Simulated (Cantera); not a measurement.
Cantera with NASA thermochemical tables; ideal gases at 1 bar, condensed phases pure. Values are per mole of reaction as written; species without (g) are pure solids or liquids, kept so even where they would boil at 1 bar.

3 N2O(g) = O3(g) + 6 N(g)

```csv
T (K),ΔH° (kJ),ΔS° (J/K),ΔG° (kJ),log10 K
1823,2760.1,542.7,1770.8,-50.74
1873,2760.4,542.9,1743.6,-48.63
1923,___,___,___,___
1973,___,___,___,___
2023,___,___,___,___
```

Q: Fill in the missing entries.

A: 
- 1923, ΔH° (kJ): 2760.9
- 1923, ΔS° (J/K): 543.1
- 1923, ΔG° (kJ): 1716.5
- 1923, log10 K: -46.62
- 1973, ΔH° (kJ): 2761.3
- 1973, ΔS° (J/K): 543.3
- 1973, ΔG° (kJ): 1689.3
- 1973, log10 K: -44.72
- 2023, ΔH° (kJ): 2761.8
- 2023, ΔS° (J/K): 543.6
- 2023, ΔG° (kJ): 1662.2
- 2023, log10 K: -42.92
